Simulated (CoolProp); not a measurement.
Tetradecamethylhexasiloxane (MD4M) along the isotherm 346.85 °C: fugacity coefficient from the reference equation and from simpler models built on Tc = 380.0 °C, pc = 828.6 kPa, ω = 0.800; each cubic takes its own stable root.

Computed with CoolProp (reference Helmholtz-energy equation of state, Thol 2019).

```json
[
 {"p (kPa)": "173", "phase": "gas", "reference": "0.8996"},
 {"p (kPa)": "345", "phase": "gas", "reference": "0.8023"},
 {"p (kPa)": "518", "phase": "liquid", "reference": "0.6931"},
 {"p (kPa)": "690", "phase": "liquid", "reference": "0.5368"},
 {"p (kPa)": "863", "phase": "liquid", "reference": "0.4426"},
 {"p (kPa)": "1040", "phase": "liquid", "reference": "0.3789"},
 {"p (kPa)": "1210", "phase": "liquid", "reference": "0.3354"},
 {"p (kPa)": "1380", "phase": "liquid", "reference": "0.3027"},
 {"p (kPa)": "1550", "phase": "liquid", "reference": "0.2774"},
 {"p (kPa)": "1730", "phase": "liquid", "reference": "0.2562"},
 {"p (kPa)": "1900", "phase": "liquid", "reference": "0.2399"},
 {"p (kPa)": "2070", "phase": "liquid", "reference": "0.2265"}
]
```

Q: How far does each simpler model (van der Waals, Redlich-Kwong, Soave-Redlich-Kwong, Peng-Robinson) lie from the reference over these 12 states: mean and median of the absolute difference, and the worst?

A: 
- van der Waals: mean 33.2 %, median 38.3 %, worst +50.7 % at 346.85 °C and 2070 kPa
- Redlich-Kwong: mean 19.3 %, median 22.9 %, worst +26.9 % at 346.85 °C and 2070 kPa
- Soave-Redlich-Kwong: mean 7.2 %, median 7.8 %, worst +10.2 % at 346.85 °C and 2070 kPa
- Peng-Robinson: mean 3.1 %, median 3.6 %, worst +3.8 % at 346.85 °C and 1900 kPa

At some of these states van der Waals, Redlich-Kwong gives the other phase, because its saturation line lies elsewhere.
